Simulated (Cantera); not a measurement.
Input: 1 mol B, 0.23 mol H₂O, 61 mol H₂, equilibrated at 0.0133 bar.

These are equilibrium values from Cantera (NASA tables, ideal gas, pure condensed phases), not measurements of a reactor. Candidate condensed phases: B, B₂O₃, B₃O₃H₃, H₂O; 23 gas species. Mutual solubility and eutectic melting of coexisting phases are not modelled. Equilibrium is a limit: real reactors are often held back by kinetics, nucleation or transport.

Question: At 1100 K, list the 3 most abundant gas species with their mole fractions, and the condensed phases.

Answer: H₂ 0.999, B₃O₃H₃ 0.000758, HBO 7.74e-5. Condensed: B(s) + B₂O₃(l).
